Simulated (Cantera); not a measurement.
Charge: 1 mol trisilylamine, 2.8 mol NH3, 0.33 mol H2, at 1750 K and 0.428 Torr.

These are equilibrium values from Cantera (NASA tables, ideal gas, pure condensed phases), not measurements of a reactor. The feed counts by its element totals alone. The tables' values for SiN are old estimates; treat these amounts as uncertain. Gases not in the tables: Si2H6 and higher silanes. Rates play no part.

| species | before | after |
|---|---|---|
| H2 | 0.816 | 1.000 |
| N2 | 0.173 | 0.000107 |
| H | 0.00880 | 1.31e-5 |
| SiH2 | 1.70e-5 | 1.95e-8 |
| Si | 0.00263 | 6.07e-9 |
| SiH | 7.51e-5 | 1.86e-9 |
| Si2N | 2.29e-5 | <1e-9 |
| Si2 | 1.36e-5 | <1e-9 |
| SiN | 1.35e-5 | <1e-9 |
| Si(l), mol | 2.97 | 0 |
| Si(s), mol | 0 | 0.151 |
| Si3N4(s), mol | 0 | 0.950 |
Gas species are given as mole fractions.

### Question
Which change was made?
(A) pressure from 0.428 Torr to 7.50 Torr
(B) temperature from 1750 K to 1473 K
(C) temperature from 1750 K to 1700 K
(D) temperature from 1750 K to 1225 K

### Answer
D, temperature from 1750 K to 1225 K. Mutual solubility and eutectic melting of coexisting phases are not modelled
